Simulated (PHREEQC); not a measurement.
## Nickel, zinc or cadmium bath (model solution)

Dissolve 27 mmol/kgw ZnSO4, 3.1 mmol/kgw KCl and 0.19 mmol/kgw FeSO4 at 34 °C. Closed to the air; pH follows from the charge balance.

Equilibrium calculation in PHREEQC: ion-association model, phreeqc.dat.

No solid was allowed to form.

Estimate the pH, ionic strength, density.

pH 5.53; ionic strength 0.0663 mol/kgw; density 0.999 g/cm³.

In which forms is Fe present?

Fe+2 64 %, FeSO4 36 % of the Fe.
